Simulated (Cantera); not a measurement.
Input (Python, Cantera):

```python
import numpy as np
import cantera as ct

gas = ct.Solution("gri30.yaml")
gas.TPX = 1900, 42000, {'NO': 1, 'N2': 2.9, 'H2O': 0.024}
reactor = ct.IdealGasConstPressureReactor(gas, energy="off", clone=False)
net = ct.ReactorNet([reactor])
net.rtol, net.atol = 1e-08, 1e-18
show = ['NO', 'NO2', 'N2O', 'O', 'N2', 'O2']
times = np.geomspace(4e-05, 20, 13)

steps = ct.SolutionArray(gas, extra=["t"])
rows = []
print(f"{'t/s':>10s}{'T/K':>9s}{'P/Pa':>11s}" + "".join(f"{s:>11s}" for s in show))
for t in times:
    while net.time < t:
        t_next = net.step()
        steps.append(gas.state, t=t_next)
    rows.append([np.interp(t, steps.t, y) for y in (steps.T, steps.P, *steps(*show).X.T)])
    print(f"{t:10.3e}{rows[-1][0]:9.1f}{rows[-1][1]:11.4g}" + "".join(f"{x:11.3e}" for x in rows[-1][2:]))
rate = np.gradient(steps.T, steps.t)
print("integrator steps:", len(steps.t))
if steps.T.max() > steps.T[0] + 200:
    print(f"time of steepest temperature rise: {steps.t[rate.argmax()]:.4e} s")
gas.TPX = 1900, 42000, {'NO': 1, 'N2': 2.9, 'H2O': 0.024}
gas.equilibrate("TP")
print(f"equilibrium (TP): T = {gas.T:.1f} K  " + "  ".join(f"{s} {gas[s].X[0]:.3e}" for s in show))
```

Output:

```
       t/s      T/K       P/Pa         NO        NO2        N2O          O         N2         O2
 4.000e-05   1900.0    4.2e+04  2.548e-01  4.774e-08  5.841e-07  4.681e-07  7.390e-01  1.025e-09
 1.194e-04   1900.0    4.2e+04  2.548e-01  3.222e-07  1.708e-06  9.626e-07  7.390e-01  8.273e-09
 3.564e-04   1900.0    4.2e+04  2.548e-01  1.647e-06  4.794e-06  1.577e-06  7.390e-01  7.660e-08
 1.064e-03   1900.0    4.2e+04  2.548e-01  7.287e-06  1.198e-05  3.689e-06  7.390e-01  1.280e-06
 3.175e-03   1900.0    4.2e+04  2.547e-01  1.616e-05  2.164e-05  1.030e-05  7.390e-01  3.275e-05
 9.476e-03   1900.0    4.2e+04  2.545e-01  1.438e-05  2.394e-05  1.134e-05  7.391e-01  1.598e-04
 2.828e-02   1900.0    4.2e+04  2.538e-01  2.006e-05  2.427e-05  1.512e-05  7.395e-01  4.830e-04
 8.442e-02   1900.0    4.2e+04  2.518e-01  3.118e-05  2.446e-05  2.234e-05  7.405e-01  1.469e-03
 2.520e-01   1900.0    4.2e+04  2.457e-01  5.010e-05  2.366e-05  3.512e-05  7.435e-01  4.449e-03
 7.521e-01   1900.0    4.2e+04  2.280e-01  7.793e-05  2.047e-05  5.693e-05  7.524e-01  1.325e-02
 2.245e+00   1900.0    4.2e+04  1.814e-01  1.014e-04  1.288e-05  9.102e-05  7.756e-01  3.649e-02
 6.701e+00   1900.0    4.2e+04  9.509e-02  7.809e-05  3.581e-06  1.318e-04  8.188e-01  7.965e-02
 2.000e+01   1900.0    4.2e+04  2.262e-02  2.238e-05  3.576e-07  1.579e-04  8.550e-01  1.159e-01
integrator steps: 1354
equilibrium (TP): T = 1900.0 K  NO 4.649e-03  NO2 4.776e-06  N2O 1.791e-07  O 1.637e-04  N2 8.640e-01  O2 1.249e-01
```

Model: GRI-Mech 3.0 (53 species, 325 reactions), integrated in Cantera.
